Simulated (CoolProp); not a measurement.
Properties of R227EA along the isobar 1470 kPa.

The numbers come from the reference Helmholtz-energy equation of state, Lemmon 2016 in CoolProp.

```tsv
T (°C)	phase	density (kg/m³)	cp (kJ/(kg K))	isothermal compressibility (1/MPa)	conductivity (mW/(m K))	Prandtl number
-57.65	liquid	1682	1.008	0.001416	80.5	9.62
-51.05	liquid	1662	1.017	0.001545	79.0	…
-44.55	liquid	1642	1.027	0.001687	77.6	8.36
-37.95	liquid	1621	1.037	0.001849	76.1	7.83
-31.45	liquid	1600	1.048	0.002030	74.5	7.37
-24.85	liquid	1578	1.060	0.002240	73.0	6.94
-18.35	liquid	1557	1.071	0.002476	71.4	6.57
-11.75	liquid	1534	1.084	0.002752	69.7	6.22
-5.25	liquid	1511	1.097	0.003067	68.1	5.92
1.35	liquid	1488	…	0.003442	66.4	5.63
7.95	liquid	1463	1.127	0.003886	64.7	5.37
14.45	liquid	1438	1.143	0.004409	63.1	5.13
21.05	liquid	1412	…	0.005055	…	4.90
27.55	liquid	1385	1.180	0.005840	59.6	4.70
34.15	liquid	1356	…	0.006847	57.9	4.51
40.65	liquid	…	1.227	0.008131	56.1	4.33
```

### Question
Fill in the missing entries.

### Answer

- -51.05, Prandtl number: 8.94
- 1.35, cp (kJ/(kg K)): 1.112
- 21.05, cp (kJ/(kg K)): 1.161
- 21.05, conductivity (mW/(m K)): 61.3
- 34.15, cp (kJ/(kg K)): 1.202
- 40.65, density (kg/m³): 1326

Viscosity comes from a separate model (Huber 2003), an estimate that may be off by 10 % or more. Thermal conductivity comes from a separate model (Huber 2003), an estimate that may be off by 10 % or more.
